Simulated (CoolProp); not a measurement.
1000 sccm (0 °C, 1 atm) of nitrogen bubbles through liquid toluene at 342.3 K and leaves saturated at a total pressure of 0.15 MPa (ideal gas phase). Each further row changes one setting.

Values from CoolProp's reference Helmholtz-energy equation of state, Lemmon 2006. It is a short technical equation, of lower accuracy than the large ones.

```tsv
case	vapour pressure (kPa)	mole fraction of vapour	delivery (mg/min)	delivery (sccm)	change of delivery for a bath 1 K warmer (%)
as stated	26.3	…	…	…	4.6
bath temperature 347.3 K	…	0.211	…	267	…
total pressure 0.3 MPa	26.3	0.0878	…	…	4.2
```

Q: Complete the blanks.

A: 
- as stated, mole fraction of vapour: 0.176
- as stated, delivery (mg/min): 876
- as stated, delivery (sccm): 213
- bath temperature 347.3 K, vapour pressure (kPa): 31.6
- bath temperature 347.3 K, delivery (mg/min): 1100
- bath temperature 347.3 K, change of delivery for a bath 1 K warmer (%): 4.7
- total pressure 0.3 MPa, delivery (mg/min): 396
- total pressure 0.3 MPa, delivery (sccm): 96.3
